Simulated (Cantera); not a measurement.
An isothermal, constant-pressure homogeneous reactor starts with CO : O2 : H2O : N2 = 0.0014 : 0.024 : 0.044 : 1 (molar parts), at 850 K and 0.444 atm.

Model: GRI-Mech 3.0 (53 species, 325 reactions), integrated in Cantera.

One state of this run: x CO = 0.000657; x O2 = 0.0221; x H2O = 0.0412; x CO2 = 0.000653; x N2O = 4.14e-9. x: mole fraction; the columns are a selection and need not sum to one.

Which value of t (s) does it belong to?
A. 0.0190
B. 0.105
C. 18.0
D. 100

D, 100
